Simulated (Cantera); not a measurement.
# Gas-phase reforming

An isothermal, constant-pressure homogeneous reactor starts with 21.3 % CH4, 78.7 % CO2, at 1498 K and 1.00 atm.

Computed with Cantera and GRI-Mech 3.0 (53 species, 325 reactions).

```csv
t (s),x CH4,x CO2,x OH,x CH2,x HCO,x H,x CO
5.00e-5,0.213,0.787,5.86e-10,1.33e-11,<1e-12,2.48e-8,2.13e-7
0.000117,0.213,0.787,6.03e-10,6.60e-11,<1e-12,2.55e-8,5.05e-7
0.000272,0.213,0.787,6.69e-10,2.59e-10,<1e-12,2.83e-8,1.26e-6
0.000633,0.213,0.787,7.94e-10,5.66e-10,7.86e-12,3.36e-8,3.42e-6
0.00148,0.212,0.787,9.97e-10,9.11e-10,3.97e-11,4.21e-8,9.87e-6
0.00344,0.212,0.787,1.57e-9,1.60e-9,1.64e-10,6.61e-8,3.26e-5
0.00803,0.210,0.787,3.40e-9,2.79e-9,4.73e-10,1.41e-7,0.000137
0.0187,0.205,0.784,8.81e-9,3.74e-9,7.42e-10,3.53e-7,0.000684
0.0436,0.194,0.775,2.06e-8,3.38e-9,7.15e-10,7.56e-7,0.00333
0.102,0.174,0.750,4.25e-8,2.92e-9,6.41e-10,1.29e-6,0.0139
0.237,0.139,0.695,8.68e-8,3.26e-9,6.97e-10,1.74e-6,0.0468
0.553,0.0880,0.590,1.84e-7,5.48e-9,9.93e-10,1.98e-6,0.119
1.29,0.0369,0.469,3.39e-7,9.00e-9,1.59e-9,2.71e-6,0.211
3.00,0.0171,0.384,3.84e-7,6.64e-9,2.45e-9,4.24e-6,0.295
7.00,0.0130,0.319,3.07e-7,2.77e-9,3.21e-9,4.99e-6,0.372
```
x: mole fraction; the columns are a selection and need not sum to one.

Equilibrium at this temperature and pressure: CH4 2.77e-8, CO2 0.235, OH 2.28e-7, CH2 <1e-12, HCO 4.76e-9, H 6.20e-6, CO 0.467 (gas phase only).
